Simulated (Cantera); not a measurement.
# Thermodynamics of carbon deposition, reforming and gasification, feed C₂H₂ + NH₃ + H₂

Input: 1 mol C₂H₂, 0.65 mol NH₃, 13 mol H₂, at 875 °C.

These are equilibrium values from Cantera (NASA tables, ideal gas, pure condensed phases), not measurements of a reactor. Candidate condensed phases: C, C₆H₆, C₇H₈, C₈H₁₈; 92 gas species. The ideal-gas law is rough above about 30 bar. Kinetics and transport are ignored.

```tsv
P (Pa)	x H₂	x CH₄	x N₂	x NH₃	x C₂H₆	x H	x HCN	x C₂H₄	n C(graphite)
10	0.979	2.28e-6	0.0212	3.47e-9	<1e-12	7.11e-6	5.89e-6	1.01e-10	2.00
46	0.979	1.05e-5	0.0212	1.60e-8	<1e-12	3.31e-6	5.89e-6	4.67e-10	2.00
220	0.979	5.01e-5	0.0212	7.64e-8	1.41e-12	1.52e-6	5.89e-6	2.23e-9	2.00
1000	0.979	0.000228	0.0212	3.47e-7	2.92e-11	7.11e-7	5.89e-6	1.01e-8	2.00
4600	0.978	0.00104	0.0213	1.60e-6	6.16e-10	3.31e-7	5.89e-6	4.66e-8	1.98
22000	0.974	0.00496	0.0213	7.60e-6	1.39e-8	1.51e-7	5.89e-6	2.21e-7	1.92
100000	0.957	0.0217	0.0217	3.39e-5	2.73e-7	7.03e-8	5.89e-6	9.69e-7	1.67
460000	0.890	0.0866	0.0230	0.000144	4.65e-6	3.16e-8	5.85e-6	3.86e-6	0.780
2200000	0.825	0.150	0.0241	0.000630	1.51e-5	1.39e-8	2.44e-6	2.84e-6	0
10000000	0.823	0.151	0.0231	0.00280	1.52e-5	6.52e-9	5.28e-7	6.29e-7	0
```
x: gas mole fraction; n: condensed amount in mol.

From 10.0 Pa to 460000 Pa the condensed part is C(graphite). From 2200000 Pa to 1.00e7 Pa nothing is condensed. The main C-bearing gas is HCN at 10.0 Pa and CH₄ at 1.00e7 Pa.
